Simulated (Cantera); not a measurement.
A perfectly stirred reactor is fed with 4.40 % H2, 95.6 % O2, equivalence ratio 0.023, at 0.0263 atm; it is held at 1473 K, and followed from long to short residence time.

Cantera simulation using GRI-Mech 3.0 (53 species, 325 reactions); the numbers are that mechanism's predictions, not measurements. Radical loss at walls, strong at low pressure, is not modelled. The temperature is held fixed by assumption; the heat of reaction is taken as removed at once.

x: mole fraction; the columns are a selection and need not sum to one.

```json
[
 {"τ (s)": "22", "x H2": "1.07e-5", "x O2": "0.954", "x H2O": "0.0446", "x HO2": "1.88e-7", "x OH": "0.000691", "x H": "4.75e-6", "x O": "0.000362"},
 {"τ (s)": "5.4", "x H2": "2.67e-5", "x O2": "0.954", "x H2O": "0.0443", "x HO2": "3.57e-7", "x OH": "0.00110", "x H": "1.94e-5", "x O": "0.000926"},
 {"τ (s)": "1.3", "x H2": "6.57e-5", "x O2": "0.952", "x H2O": "0.0439", "x HO2": "6.80e-7", "x OH": "0.00175", "x H": "7.84e-5", "x O": "0.00236"},
 {"τ (s)": "0.32", "x H2": "0.000154", "x O2": "0.948", "x H2O": "0.0431", "x HO2": "1.18e-6", "x OH": "0.00270", "x H": "0.000291", "x O": "0.00565"},
 {"τ (s)": "0.076", "x H2": "0.000339", "x O2": "0.940", "x H2O": "0.0418", "x HO2": "1.81e-6", "x OH": "0.00397", "x H": "0.000951", "x O": "0.0124"},
 {"τ (s)": "0.018", "x H2": "0.000661", "x O2": "0.930", "x H2O": "0.0399", "x HO2": "2.35e-6", "x OH": "0.00526", "x H": "0.00226", "x O": "0.0220"},
 {"τ (s)": "0.0044", "x H2": "___", "x O2": "0.923", "x H2O": "0.0379", "x HO2": "2.67e-6", "x OH": "___", "x H": "___", "x O": "0.0285"},
 {"τ (s)": "0.0011", "x H2": "___", "x O2": "0.921", "x H2O": "0.0351", "x HO2": "2.90e-6", "x OH": "___", "x H": "0.00443", "x O": "0.0289"},
 {"τ (s)": "0.00026", "x H2": "0.00946", "x O2": "0.927", "x H2O": "0.0278", "x HO2": "3.02e-6", "x OH": "0.00871", "x H": "0.00478", "x O": "0.0226"}
]
```

Task: Some entries are withheld; supply them.

Result: 
- 0.0044, x H2: 0.00127
- 0.0044, x OH: 0.00626
- 0.0044, x H: 0.00355
- 0.0011, x H2: 0.00305
- 0.0011, x OH: 0.00735
